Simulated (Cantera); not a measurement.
An adiabatic, constant-volume homogeneous reactor starts with CH4 : CO : O2 : N2 = 1 : 0.031 : 1.44 : 5.41 (molar parts), equivalence ratio 1.4, at 1000 K and 9.87 atm. Integrator tolerance rtol = 1e-08.

Model: GRI-Mech 3.0 (53 species, 325 reactions), integrated in Cantera.

Question: What does this change do: O2 1.44 to 0.65 parts?

Answer: 
| quantity | before | after |
|---|---|---|
| time of steepest temperature rise | 0.106 s | not reached |
| temperature at 0.300 s | 2855 K | 1027 K |
| equilibrium temperature | 2855 K | 1512 K |
| x(CH4) at 0.300 s | 6.43e-11 (gas-phase equilibrium 7.28e-11) | 0.138 (gas-phase equilibrium 4.25e-5) |
| x(CO) at 0.300 s | 0.0832 (gas-phase equilibrium 0.0832) | 0.00524 (gas-phase equilibrium 0.116) |
| x(O2) at 0.300 s | 0.000252 (gas-phase equilibrium 0.000252) | 0.0890 (gas-phase equilibrium <1e-12) |
| x(CH2O) at 0.300 s | 5.60e-8 (gas-phase equilibrium 5.60e-8) | 0.000920 (gas-phase equilibrium 1.90e-7) |
| x(NO) at 0.300 s | 0.00124 (gas-phase equilibrium 0.00124) | <1e-12 (gas-phase equilibrium 1.92e-10) |

Question: What does this change do: initial temperature 1000 to 1398 K?

Answer: 
```
quantity                                                              before                                      after
---------------------------------  -----------------------------------------  -----------------------------------------
time of steepest temperature rise                                    0.106 s                                   0.575 ms
temperature at 0.300 s                                                2855 K                                     3071 K
equilibrium temperature                                               2855 K                                     3071 K
x(CH4) at 0.300 s                  6.43e-11 (gas-phase equilibrium 7.28e-11)  2.45e-11 (gas-phase equilibrium 2.83e-11)
x(CO) at 0.300 s                       0.0832 (gas-phase equilibrium 0.0832)      0.0860 (gas-phase equilibrium 0.0860)
x(O2) at 0.300 s                   0.000252 (gas-phase equilibrium 0.000252)    0.00123 (gas-phase equilibrium 0.00123)
x(CH2O) at 0.300 s                   5.60e-8 (gas-phase equilibrium 5.60e-8)    4.65e-8 (gas-phase equilibrium 4.65e-8)
x(NO) at 0.300 s                     0.00124 (gas-phase equilibrium 0.00124)    0.00357 (gas-phase equilibrium 0.00357)
```
Above 3000 K some thermodynamic fits are extrapolated.

Question: What does this change do: pressure from 9.87 atm to 1.00 atm?

Answer: 
```json
[
 {"quantity": "time of steepest temperature rise", "before": "0.106 s", "after": "not reached"},
 {"quantity": "temperature at 0.300 s", "before": "2855 K", "after": "1001 K"},
 {"quantity": "equilibrium temperature", "before": "2855 K", "after": "2755 K"},
 {"quantity": "x(CH4) at 0.300 s", "before": "6.43e-11 (gas-phase equilibrium 7.28e-11)", "after": "0.127 (gas-phase equilibrium 1.09e-12)"},
 {"quantity": "x(CO) at 0.300 s", "before": "0.0832 (gas-phase equilibrium 0.0832)", "after": "0.00394 (gas-phase equilibrium 0.0835)"},
 {"quantity": "x(O2) at 0.300 s", "before": "0.000252 (gas-phase equilibrium 0.000252)", "after": "0.183 (gas-phase equilibrium 0.00104)"},
 {"quantity": "x(CH2O) at 0.300 s", "before": "5.60e-8 (gas-phase equilibrium 5.60e-8)", "after": "4.57e-5 (gas-phase equilibrium 5.64e-9)"},
 {"quantity": "x(NO) at 0.300 s", "before": "0.00124 (gas-phase equilibrium 0.00124)", "after": "<1e-12 (gas-phase equilibrium 0.00219)"}
]
```
